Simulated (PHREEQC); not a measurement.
A solution holds 1.7 mmol/kgw H2SO4, 2.5 mmol/kgw CaCl2 and 0.13 mmol/kgw CuCl2, at 25 °C. Closed to the air; pH follows from the charge balance.

Model: ion-association model, wateq4f.dat, run in PHREEQC.

```
quantity                    before     after
------------------------  --------  --------
pH                            2.54      5.74
ionic strength (mol/kgw)    0.0115   0.00789
Ca+2 (mol/kgw)             0.00226   0.00250
Cu+2 (mol/kgw)            0.000117  0.000127
CuCl+ (mol/kgw)            1.09e-6   1.26e-6
CuOH+ (mol/kgw)           3.00e-10   5.39e-7
SI of Tenorite (CuO)         -6.65     -0.19
SI of Cu(OH)2 (Cu(OH)2)      -7.67     -1.21
```

**Question.** Name the change that produced these shifts.
A. diluted 100-fold with water
B. temperature from 25 to 10 °C
C. temperature from 25 to 75 °C
D. H2SO4 left out
E. diluted 2-fold with water

**Answer.** D, H2SO4 left out

No solid was allowed to form.
